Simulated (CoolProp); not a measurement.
Properties of n-heptane along the isotherm 326.85 °C (Tc = 268.1 °C, pc = 27.74 bar, ω = 0.349).

The numbers come from the reference Helmholtz-energy equation of state, Span 2003 in CoolProp. It is a short technical equation, of lower accuracy than the large ones.

```tsv
p (bar)	phase	density (kg/m³)	cv (kJ/(kg K))	expansivity (1/kK)	viscosity (µPa s)	conductivity (mW/(m K))
0.991	gas	2.008	2.788	1.721	11.7	45.6
1.98	gas	4.047	2.791	1.777	11.7	45.9
2.97	gas	6.125	2.793	1.837	11.8	46.3
3.96	gas	8.243	2.796	1.900	11.8	46.7
4.95	gas	10.40	2.799	1.965	11.9	47.0
5.94	gas	12.60	2.801	2.035	12.0	47.4
6.93	gas	14.84	2.804	2.108	12.0	47.7
7.93	gas	17.16	2.807	2.186	12.1	48.1
8.92	gas	19.50	2.810	2.268	12.2	48.4
9.91	gas	21.89	2.813	2.354	12.3	48.8
10.9	gas	24.33	2.816	2.445	12.4	49.1
11.9	gas	26.86	2.819	2.542	12.5	49.5
12.9	gas	29.45	2.822	2.645	12.7	49.8
13.9	gas	32.10	2.826	2.755	12.8	50.2
```

Viscosity comes from a separate model (Michailidou 2014). Thermal conductivity comes from a separate model (Assael 2013).
